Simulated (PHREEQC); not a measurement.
Alkaline etch or developer (model solution)

Consider water at 25 °C with 0.0058 mol NH3, 0.00015 mol H4SiO4 and 0.0015 mol K2CO3 per kg of water. Closed to the air; pH follows from the charge balance.

All values are PHREEQC results (ion-association model, phreeqc.dat), not measurements.

Precipitation was switched off in this run.

**Question.** Estimate the pH, ionic strength.

**Answer.** pH 10.67; ionic strength 0.00432 mol/kgw.

**Question.** In which forms is C present?

**Answer.** CO3-2 73 %, HCO3- 27 % of the C.

Complexes and solids missing from the database can't appear.
